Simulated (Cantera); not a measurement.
A closed system holds: 1 mol HgO, 41 mol H2, equilibrated at 952 °C and 97.0 Pa.

Method: chemical equilibrium by Gibbs-energy minimisation in Cantera with the NASA 1993 tables (ideal gas, pure condensed phases). Candidate condensed phases: H2O, Hg, HgO; 10 gas species. Kinetics and transport are ignored.

Base state: H2 0.952, H2O 0.0238, Hg 0.0238 (mole fractions); condensed: gas only.

Q: What changes in the equilibrium state with this change: H2 from 41 to 0.22 mol?

A: 
| species | before | after |
|---|---|---|
| Hg | 0.0238 | 0.621 |
| O2 | <1e-9 | 0.242 |
| H2O | 0.0238 | 0.137 |
| H2 | 0.952 | 1.89e-7 |
| OH | 2.22e-9 | 2.87e-5 |
